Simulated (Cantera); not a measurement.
## Ammonia decomposition in nitride growth gas

An isothermal, constant-pressure homogeneous reactor starts with 6.67 % NH₃, 93.3 % N₂, at 2150 K and 13300 Pa.

Computed with Cantera and the gas-phase N/H chemistry of the illustrative SiF4/NH3 mechanism in the Surface Chemkin manual (1991). Walls and surfaces, which speed up NH3 decomposition in real reactors, are not modelled.

```tsv
t (s)	x NH₃	x N₂H₄	x N₂H₂	x NH	x NH₂
9.00e-6	0.0667	<1e-12	1.72e-11	7.59e-10	6.29e-6
3.21e-5	0.0666	1.32e-11	4.22e-10	1.59e-8	2.60e-5
0.000115	0.0666	1.84e-10	7.52e-9	2.68e-7	9.61e-5
0.000408	0.0663	2.20e-9	1.34e-7	2.99e-6	0.000332
0.00146	0.0652	1.07e-8	8.38e-7	1.06e-5	0.000733
0.00520	0.0607	7.69e-9	8.63e-7	1.58e-5	0.000621
0.0185	0.0473	3.52e-9	6.01e-7	1.88e-5	0.000420
0.0661	0.0204	8.37e-10	2.15e-7	1.53e-5	0.000205
0.236	0.00137	1.72e-11	9.78e-9	5.40e-6	2.94e-5
0.841	1.51e-6	<1e-12	1.14e-12	1.34e-7	1.52e-7
3.00	1.07e-7	<1e-12	<1e-12	1.29e-8	1.26e-8
```
x: mole fraction; the columns are a selection and need not sum to one.

Equilibrium at this temperature and pressure: NH₃ 5.62e-8, N₂H₄ <1e-12, N₂H₂ <1e-12, NH 6.75e-9, NH₂ 6.58e-9 (gas phase only).
